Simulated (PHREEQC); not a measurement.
Solution (20 °C): 140 mmol/kgw NiSO4 and 0.082 mmol/kgw Na2SO4. Closed to the air; pH follows from the charge balance.

Model: ion-association model, wateq4f.dat, run in PHREEQC.

Problem. The ionic strength comes out as 0.287 mol/kgw. What activity coefficients do NiOH+, Na+, SO4-2, Ni+2, HSO4- get?

Solution. NiOH+ 0.74, Na+ 0.73, SO4-2 0.26, Ni+2 0.29, HSO4- 0.71.

No solid was allowed to form.
